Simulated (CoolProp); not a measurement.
Properties of octamethyltrisiloxane (MDM) along the isobar 1.01 bar.

Computed with CoolProp (reference Helmholtz-energy equation of state, Thol 2017).

| T (°C) | phase | cp (kJ/(kg K)) | Joule-Thomson coefficient (K/MPa) | isothermal compressibility (1/MPa) |
|---|---|---|---|---|
| 64.25 | liquid | 1.878 | -0.3748 | 0.002514 |
| 73.65 | liquid | 1.901 | -0.3578 | 0.002753 |
| 83.15 | liquid | 1.926 | … | 0.003026 |
| 92.55 | liquid | 1.950 | -0.3199 | 0.003335 |
| 101.95 | liquid | 1.975 | … | … |
| 111.35 | liquid | 2.000 | -0.2757 | 0.004096 |
| 120.85 | liquid | … | -0.2500 | 0.004574 |
| 130.25 | liquid | 2.050 | … | 0.005129 |

**Question.** Some entries are withheld; supply them.

**Answer.** 
- 83.15, Joule-Thomson coefficient (K/MPa): -0.3394
- 101.95, Joule-Thomson coefficient (K/MPa): -0.2987
- 101.95, isothermal compressibility (1/MPa): 0.003688
- 120.85, cp (kJ/(kg K)): 2.025
- 130.25, Joule-Thomson coefficient (K/MPa): -0.2218
